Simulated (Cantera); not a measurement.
Charge: 1 mol Al(CH₃)₃, 6.8 mol N₂O, 760 mol N₂, at 2.48 Torr.

Method: chemical equilibrium by Gibbs-energy minimisation in Cantera with the NASA 1993 tables (ideal gas, pure condensed phases). Candidate condensed phases: Al, AlN, Al₂O₃, C, C₆H₆, C₇H₈, C₈H₁₈, H₂O; 148 gas species. The feed counts by its element totals alone. The numbers say what is thermodynamically allowed, not how fast it happens. All values below are at 1752 °C.

Base state: N₂ 0.989, CO 0.00333, H₂ 0.00276, H₂O 0.00209, H 0.00176, CO₂ 0.000539, OH 0.000139, NO 9.18e-5 (mole fractions); condensed: Al₂O₃(s).

Q: What changes in the equilibrium state with this change: pressure from 2.48 Torr to 0.690 Torr?

A: 
| species | before | after |
|---|---|---|
| N₂ | 0.989 | 0.988 |
| CO | 0.00333 | 0.00336 |
| H | 0.00176 | 0.00312 |
| H₂O | 0.00209 | 0.00171 |
| O | 6.45e-5 | 0.000217 |
| O₂ | 2.10e-5 | 6.61e-5 |
| Al₂O₃(s), mol | 0.500 | 0.500 |
